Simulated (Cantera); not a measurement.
A closed system holds: 1 mol SiH2Cl2, a varied amount of NH3, 0.33 mol H2, at 2050 K and 1.90 mbar.

Method: chemical equilibrium by Gibbs-energy minimisation in Cantera with the NASA 1993 tables (ideal gas, pure condensed phases). Candidate condensed phases: NH4Cl, Si, Si3N4; 28 gas species. Gases not in the tables: Si2H6 and higher silanes. Rates play no part.

Task: Which condensed phases are stable at each of these points (n(NH3) (mol)): 1.9, 2.5, 3.4, 4.5, 6.1, 8.1, 11, 15, 20, 26?

Result: 
```csv
n(NH3) (mol),condensed phases,Si condensed (%)
1.9,Si(l),16.1
2.5,Si(l),13.7
3.4,Si(l),9.2
4.5,Si(l),2.7
6.1,gas only,0.0
8.1,gas only,0.0
11,gas only,0.0
15,gas only,0.0
20,gas only,0.0
26,gas only,0.0
```

From 1.9 mol NH3 to 4.5 mol NH3 the condensed part is Si(l). From 6.1 mol NH3 to 26 mol NH3 nothing is condensed.
